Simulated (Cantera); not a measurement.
A diamond (100) surface in a fixed gas of H2 with x(CH4) = 0.025, x(CH3) = 0.00016, at 1348 K, 9600 Pa; coverages are run to steady state.

Detailed kinetics in Cantera: the Harris–Goodwin 1993 mechanism for the reconstructed diamond (100) surface.

One state of this run: growth (µm/h) = 8.67; θ c6HH = 0.351; θ c6H* = 0.0550; θ c6*H = 0.538; θ c6** = 0.0561; θ c6HM = 0.000237. θ: site fractions in the mechanism's names (c6HH fully hydrogenated, c6H* and c6*H radical sites, c6** diradical, c6HM methylated).

Task: Which value of x(H) does it belong to?
A) 0.00041
B) 0.0017
C) 0.0035
D) 0.03

Result: D, 0.03
